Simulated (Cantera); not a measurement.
Charge: 1 mol Fe2O3, 1.8 mol O2, held at 677 °C and 668 Torr.

Method: chemical equilibrium by Gibbs-energy minimisation in Cantera with the NASA 1993 tables (ideal gas, pure condensed phases). Candidate condensed phases: Fe, FeO, Fe2O3, Fe3O4; 5 gas species. The numbers say what is thermodynamically allowed, not how fast it happens.

Base state: O2 1.00 (mole fractions); condensed: Fe2O3(s).

### Question
What changes in the equilibrium state with this change: Fe2O3 replaced by MgCO3?

### Answer
```csv
species,before,after
O2,1.00,0.643
CO2,0,0.357
"Fe2O3(s), mol",1.00,0
"MgO(s), mol",0,1.00
```
Further candidate phases: C, Mg, MgCO3, MgO.
